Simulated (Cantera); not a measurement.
Input (Python, Cantera) and output of one run.

```python
import numpy as np
import cantera as ct

gas_names = """
    CL CL2 H HCL H2 N NH NH2 NH3 N2 N2H2 N2H4 Si SiCL SiCL2 SiCL3 SiCL4 SiH SiHCL3 SiH2 SiH2CL2 SiH3
    SiH3CL SiH4 SiN Si2 Si2N Si3
""".split()
cond_names = """
    NH4CL(a) NH4CL(b) Si(cr) Si(L) Si3N4(a)
""".split()


# ... load() reads the species with a 1 bar reference pressure and builds the phases ...
atoms = {
    'SiH2Cl2': {'Si': 1, 'H': 2, 'CL': 2},
    'NH3': {'N': 1, 'H': 3},
    'H2': {'H': 2},
}
top_T = {'Si3N4(a)': 2400}  # K; cautious upper limits of use, not melting points


# ... equilibrate(T, P, feed) seeds the gas with the atoms and calls Mixture.equilibrate('TP', solver="vcs", rtol=1e-11, max_steps=5000) ...
results = []
feed = {'SiH2Cl2': 1, 'NH3': 14, 'H2': 0.65}  # mol
P = 9.2  # Pa
for T in [1598, 1648, 1698, 1748, 1798, 1848, 1898, 1948, 1998]:
    mix = equilibrate(T, P, feed)
    results.append((T, P, feed, dict(zip(mix.species_names, mix.species_moles))))

top = {s: max(r[3][s] / sum(r[3][g] for g in gas_names) for r in results) for s in gas_names}
cols = sorted((s for s in top if top[s] > 0.001), key=lambda s: -top[s])[:8]
seen = [c for c in cond_names if any(r[3].get(c, 0) > 1e-12 for r in results)]
print("log10 of partial pressures in bar; condensed amounts in mol")
print(f"{'T/K':>10s}" + "".join(f"{s[:9]:>10s}" for s in cols + seen))
for T, P, feed, n in results:
    ng = sum(n[g] for g in gas_names)
    print(f"{T:10.4g}" + "".join(f"{np.log10(max(n[s] / ng * P / 1e5, 1e-99)):10.3f}" for s in cols)
          + "".join(f"{n.get(c, 0):10.4g}" for c in seen))
```

Result:

```
log10 of partial pressures in bar; condensed amounts in mol
       T/K        H2        N2         H       HCL        Si     SiCL2        CL      SiCL    Si(cr)     Si(L)
      1598    -4.184    -4.679    -6.366    -5.383    -7.029    -6.045    -7.667    -7.797    0.6604         0
      1648    -4.186    -4.681    -6.144    -5.389    -6.589    -6.042    -7.452    -7.521    0.5952         0
      1698    -4.191    -4.684    -5.935    -5.397    -6.183    -6.047    -7.250    -7.268         0    0.4478
      1748    -4.199    -4.689    -5.741    -5.399    -5.837    -6.077    -7.053    -7.061         0     0.167
      1798    -4.209    -4.695    -5.558    -5.370    -5.677    -6.205    -6.834    -6.999         0         0
      1848    -4.220    -4.700    -5.386    -5.336    -5.631    -6.419    -6.621    -7.040         0         0
      1898    -4.234    -4.705    -5.224    -5.323    -5.603    -6.671    -6.435    -7.111         0         0
      1948    -4.251    -4.713    -5.072    -5.326    -5.590    -6.951    -6.273    -7.206         0         0
      1998    -4.273    -4.722    -4.931    -5.344    -5.587    -7.251    -6.130    -7.317         0         0
```

Cantera equilibrium calculation (NASA polynomials, part measured and part estimated; ideal gas, pure solids and liquids). The tables' values for SiCl, SiN are old estimates; treat these amounts as uncertain. Gases not in the tables: Si2H6 and higher silanes.
